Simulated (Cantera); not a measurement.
Input: 1 mol Ti, 8.9 mol CH4, 1.9 mol H2, 0.019 mol H2O, at 10.0 mbar.

Cantera equilibrium calculation (NASA polynomials, part measured and part estimated; ideal gas, pure solids and liquids). Candidate condensed phases: C, C6H6, C7H8, C8H18, H2O, Ti, TiC, TiO, TiO2, Ti2O3, Ti3O5, Ti4O7; 113 gas species. TiC: taken at fixed stoichiometry. The numbers say what is thermodynamically allowed, not how fast it happens.

### Question
At 1627 °C, list the 4 most abundant gas species with their mole fractions, and the condensed phases.

### Answer
H2 0.991, H 0.00790, CO 0.000959, C2H2 (acetylene) 0.000378. Condensed: C(graphite) + TiC(s).
